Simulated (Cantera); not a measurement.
Feed: 1 mol MgCO₃, 1.2 mol C, 0.088 mol O₂, equilibrated at 1650 K and 5.00 mbar.

Equilibrium computed with Cantera from the NASA thermochemical tables; the gas is ideal and each condensed phase is pure. Candidate condensed phases: C, Mg, MgCO₃, MgO; 15 gas species. Kinetics and transport are ignored.

Base state: CO 0.989, Mg 0.0110, CO₂ 0.000190 (mole fractions); condensed: MgO(s).

Task: What changes in the equilibrium state with this change: 0.0065 mol CO₂ added?

Result: 
```
species        before     after
-----------  --------  --------
CO              0.989     0.992
Mg             0.0110   0.00812
CO₂          0.000190  0.000258
MgO(s), mol     0.976     0.982
```
